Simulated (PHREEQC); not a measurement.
Consider water at 25 °C with 5.2 mmol/kgw ZnSO4, 3.1 mmol/kgw NaCl and 0.034 mmol/kgw FeSO4. Closed to the air; pH follows from the charge balance.

Computed with PHREEQC (ion-association model, phreeqc.dat).

```json
[
 {"quantity": "pH", "before": "5.82", "after": "5.28"},
 {"quantity": "ionic strength (mol/kgw)", "before": "0.0188", "after": "0.0180"},
 {"quantity": "SO4-2 (mol/kgw)", "before": "0.00388", "after": "0.00372"},
 {"quantity": "NaSO4- (mol/kgw)", "before": "3.51e-5", "after": "4.14e-5"},
 {"quantity": "HSO4- (mol/kgw)", "before": "3.86e-7", "after": "3.88e-6"},
 {"quantity": "SI of Halite (NaCl)", "before": "-6.71", "after": "-6.76"}
]
```

### Question
What was changed between the two runs?
A. diluted 100-fold with water
B. temperature from 25 to 70 °C
C. FeSO4 replaced by Na2SO4 at the same molality
D. NaCl from 0.0031 to 0.00031 mol/kgw
E. ZnSO4 replaced by Fe2(SO4)3 at the same molality

### Answer
B, temperature from 25 to 70 °C

No solid was allowed to form. Constants without temperature data keep their 25 °C values here.
